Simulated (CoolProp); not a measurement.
Hydrogen chloride along the isotherm 87.65 °C: density (kg/m³) from the reference equation and from simpler models built on Tc = 51.5 °C, pc = 83.14 bar, ω = 0.130; each cubic takes its own stable root.

The numbers come from the reference Helmholtz-energy equation of state, Thol 2018 in CoolProp.

```
p (bar)          phase  reference
-------  -------------  ---------
59.4               gas      91.22
119      supercritical      272.4
178      supercritical      568.6
238      supercritical      682.1
297      supercritical      742.2
356      supercritical      784.0
416      supercritical      817.0
475      supercritical      843.6
534      supercritical      866.3
594      supercritical      886.6
653      supercritical      904.3
713      supercritical      920.6
772      supercritical      935.3
831      supercritical      948.8
```

How far does each simpler model (ideal gas, van der Waals, Redlich-Kwong, Soave-Redlich-Kwong, Peng-Robinson) lie from the reference over these 14 states: mean and median of the absolute difference, and the worst?


- ideal gas: mean 30.1 %, median 28.3 %, worst -62.0 % at 87.65 °C and 178 bar
- van der Waals: mean 25.1 %, median 29.0 %, worst -30.5 % at 87.65 °C and 831 bar
- Redlich-Kwong: mean 11.4 %, median 12.3 %, worst -15.7 % at 87.65 °C and 238 bar
- Soave-Redlich-Kwong: mean 13.0 %, median 13.2 %, worst -19.3 % at 87.65 °C and 178 bar
- Peng-Robinson: mean 5.0 %, median 4.0 %, worst -12.7 % at 87.65 °C and 178 bar
